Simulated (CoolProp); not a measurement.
Aqueous propylene glycol as a coolant, 24 % by mass, freezing at -9.2 °C, 1 atm.

Values from CoolProp's Melinder's fits for secondary coolants.

```
T (°C)  Prandtl number  density (kg/m³)  viscosity (mPa s)  cp (kJ/(kg K))
------  --------------  ---------------  -----------------  --------------
-4.1              55.0             1026               6.39             ___
4.5                ___              ___                ___           3.896
13.1              25.4              ___               3.02           3.916
21.7              18.5              ___               2.22           3.936
30.4              13.9              ___               1.70           3.957
```

Question: What belongs in the gaps?

Answer: 
- -4.1, cp (kJ/(kg K)): 3.876
- 4.5, Prandtl number: 36.4
- 4.5, density (kg/m³): 1024
- 4.5, viscosity (mPa s): 4.28
- 13.1, density (kg/m³): 1021
- 21.7, density (kg/m³): 1018
- 30.4, density (kg/m³): 1014
